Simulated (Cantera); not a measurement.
An isothermal, constant-pressure homogeneous reactor starts with CH4 : H2 : CO2 = 0.033 : 1 : 0.006 (molar parts), at 1323 K and 1330 Pa. Integrator tolerance rtol = 1e-08.

Computed with Cantera and GRI-Mech 3.0 (53 species, 325 reactions). GRI-Mech 3.0 stops at C3 and has no aromatics, soot or wall deposition, so with more carbon than oxygen in the feed, carbon stays in small species such as C2H2 where larger ones or solid carbon would form. Radical loss at walls, strong at low pressure, is not modelled.

Q: What does this change do: temperature 1323 to 1848 K?

A: 
```json
[
 {"quantity": "x(CH4) at 3.00 s", "before": "0.0317 (gas-phase equilibrium 0.00852)", "after": "0.000788 (gas-phase equilibrium 5.81e-5)"},
 {"quantity": "x(H2) at 3.00 s", "before": "0.962 (gas-phase equilibrium 0.972)", "after": "0.970 (gas-phase equilibrium 0.972)"},
 {"quantity": "x(CO2) at 3.00 s", "before": "0.00567 (gas-phase equilibrium 6.50e-11)", "after": "6.99e-6 (gas-phase equilibrium 1.30e-11)"},
 {"quantity": "x(H) at 3.00 s", "before": "9.53e-6 (gas-phase equilibrium 1.36e-5)", "after": "0.00440 (gas-phase equilibrium 0.00456)"},
 {"quantity": "x(OH) at 3.00 s", "before": "1.67e-10 (gas-phase equilibrium <1e-12)", "after": "1.20e-6 (gas-phase equilibrium 1.57e-12)"}
]
```
